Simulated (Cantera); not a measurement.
Input (Python, Cantera) and output of one run.

```python
import numpy as np
import cantera as ct

gas_names = """
    CL CL2 H HCL H2 N NH NH2 NH3 N2 N2H2 N2H4 Si SiCL SiCL2 SiCL3 SiCL4 SiH SiHCL3 SiH2 SiH2CL2 SiH3
    SiH3CL SiH4 SiN Si2 Si2N Si3
""".split()
cond_names = """
    NH4CL(a) NH4CL(b) Si(cr) Si(L) Si3N4(a)
""".split()


# ... load() reads the species with a 1 bar reference pressure and builds the phases ...
atoms = {
    'SiH2Cl2': {'Si': 1, 'H': 2, 'CL': 2},
    'NH3': {'N': 1, 'H': 3},
    'H2': {'H': 2},
}
top_T = {'Si3N4(a)': 2400}  # K; cautious upper limits of use, not melting points


# ... equilibrate(T, P, feed) seeds the gas with the atoms and calls Mixture.equilibrate('TP', solver="vcs", rtol=1e-11, max_steps=5000) ...
results = []
feed = {'SiH2Cl2': 1, 'NH3': 11, 'H2': 1.5}  # mol
P = 110  # Pa
for T in [1523, 1573, 1623, 1673, 1723, 1773, 1823, 1873, 1923, 1973, 2023, 2073]:
    mix = equilibrate(T, P, feed)
    results.append((T, P, feed, dict(zip(mix.species_names, mix.species_moles))))
    x = sorted(zip(gas.X, gas.species_names), reverse=True)
    print(f"T = {T:g} K  P = {P:g} Pa  gas = {mix.phase_moles(0):.4g} mol")
    print("   x: " + "  ".join(f"{s} {v:.3e}" for v, s in x if v > 0.0001))
    print("   condensed (mol): " + ("  ".join(f"{mix.phase(i).name} {mix.phase_moles(i):.4g}"
          for i in range(1, mix.n_phases) if mix.phase_moles(i) > 1e-12) or "none"))
```

Output:

```
T = 1523 K  P = 110 Pa  gas = 24.98 mol
   x: H2 7.288e-01  N2 1.992e-01  HCL 6.274e-02  SiCL2 8.560e-03  H 5.949e-04
   condensed (mol): Si3N4(a) 0.2615
T = 1573 K  P = 110 Pa  gas = 25.06 mol
   x: H2 7.303e-01  N2 2.012e-01  HCL 5.478e-02  SiCL2 1.240e-02  H 1.048e-03
   condensed (mol): Si3N4(a) 0.2286
T = 1623 K  P = 110 Pa  gas = 25.53 mol
   x: H2 7.175e-01  N2 2.154e-01  HCL 5.185e-02  SiCL2 1.311e-02  H 1.765e-03  Si 1.422e-04  CL 1.005e-04
   condensed (mol): Si(cr) 0.6583
T = 1673 K  P = 110 Pa  gas = 25.55 mol
   x: H2 7.165e-01  N2 2.153e-01  HCL 5.136e-02  SiCL2 1.327e-02  H 2.906e-03  Si 3.798e-04  CL 1.627e-04  SiCL 1.487e-04
   condensed (mol): Si(cr) 0.6457
T = 1723 K  P = 110 Pa  gas = 25.59 mol
   x: H2 7.143e-01  N2 2.149e-01  HCL 5.170e-02  SiCL2 1.294e-02  H 4.647e-03  Si 8.940e-04  CL 2.605e-04  SiCL 2.530e-04
   condensed (mol): Si(L) 0.6365
T = 1773 K  P = 110 Pa  gas = 25.65 mol
   x: H2 7.108e-01  N2 2.144e-01  HCL 5.234e-02  SiCL2 1.238e-02  H 7.231e-03  Si 1.937e-03  CL 4.092e-04  SiCL 4.061e-04
   condensed (mol): Si(L) 0.6174
T = 1823 K  P = 110 Pa  gas = 25.76 mol
   x: H2 7.055e-01  N2 2.134e-01  HCL 5.273e-02  SiCL2 1.180e-02  H 1.097e-02  Si 4.019e-03  SiCL 6.330e-04  CL 6.256e-04  SiH 1.196e-04
   condensed (mol): Si(L) 0.5675
T = 1873 K  P = 110 Pa  gas = 25.95 mol
   x: H2 6.975e-01  N2 2.119e-01  HCL 5.278e-02  H 1.625e-02  SiCL2 1.119e-02  Si 8.017e-03  SiCL 9.593e-04  CL 9.315e-04  SiH 2.069e-04
   condensed (mol): Si(L) 0.4615
T = 1923 K  P = 110 Pa  gas = 26.26 mol
   x: H2 6.854e-01  N2 2.093e-01  HCL 5.235e-02  H 2.351e-02  Si 1.542e-02  SiCL2 1.051e-02  SiCL 1.414e-03  CL 1.351e-03  SiH 3.465e-04  Si2 1.317e-04  Si2N 1.043e-04
   condensed (mol): Si(L) 0.2547
T = 1973 K  P = 110 Pa  gas = 26.68 mol
   x: H2 6.687e-01  N2 2.060e-01  HCL 5.298e-02  H 3.327e-02  Si 2.511e-02  SiCL2 9.085e-03  CL 1.970e-03  SiCL 1.830e-03  SiH 4.927e-04  Si2 2.134e-04  Si2N 1.239e-04  SiN 1.051e-04
   condensed (mol): none
T = 2023 K  P = 110 Pa  gas = 26.95 mol
   x: H2 6.530e-01  N2 2.040e-01  HCL 5.694e-02  H 4.627e-02  Si 2.794e-02  SiCL2 6.255e-03  CL 2.997e-03  SiCL 1.740e-03  SiH 4.817e-04  Si2 1.653e-04  SiN 1.032e-04
   condensed (mol): none
T = 2073 K  P = 110 Pa  gas = 27.28 mol
   x: H2 6.351e-01  N2 2.016e-01  H 6.319e-02  HCL 5.929e-02  Si 3.010e-02  CL 4.355e-03  SiCL2 4.052e-03  SiCL 1.572e-03  SiH 4.575e-04  Si2 1.227e-04
   condensed (mol): none
```

Cantera equilibrium calculation (NASA polynomials, part measured and part estimated; ideal gas, pure solids and liquids). The tables' values for SiCl, SiN, SiCl3 are old estimates; treat these amounts as uncertain. Gases not in the tables: Si2H6 and higher silanes.
